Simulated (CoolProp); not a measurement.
Vapour-liquid equilibrium of R1234ze(E) (1) + n-pentane (2) at 0.344 MPa; x and y are mole fractions of (1).

The numbers come from the multi-fluid Helmholtz-energy mixture model, Thol 2016 and Thol 2019; pair parameters Bell 2016 in CoolProp.

Problem. Give the bubble temperature and the first vapour's composition at x = 0.05, 0.35, 0.45. Is there an azeotrope?

Solution. x = 0.05: 62.4 °C, y = 0.339; x = 0.35: 26.6 °C, y = 0.829; x = 0.45: 23.0 °C, y = 0.861. No azeotrope shows between x = 0.05 and 0.95.

The pair parameters rest on a limited set of measurements; away from them the model extrapolates. With so large a gap from Raoult's law the liquid may split in two, which this calculation doesn't test in full.
